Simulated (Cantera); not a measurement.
## Sublimation and decomposition of ceramics: SiC + C + N2

Input: 1 mol SiC, 0.23 mol C, 2.6 mol N2, held at 1825 °C and 19.0 Pa.

Cantera equilibrium calculation (NASA polynomials, part measured and part estimated; ideal gas, pure solids and liquids). Candidate condensed phases: C, Si, SiC, Si3N4; 20 gas species. The tables' values for SiN are old estimates; treat these amounts as uncertain. Rates play no part.

The x(N2) comes out as 0.941 and the x(Si) is 0.0532. The x(SiC2) comes out as 0.00340. The x(Si2C) comes out as 0.00216 and the x(SiN) is 0.000148. The x(CN) is 0.000134 and the x(Si2) is 5.35e-5. The x(Si2N) is 1.38e-5 and the x(C2N2) is 4.12e-6. The n(C(graphite)) comes out as 0.374 mol, the n(SiC(s)) is 0.831 mol and the gas amount comes out as 2.763 mol. The log10 activity of Si(l) (absent) is -1.11.
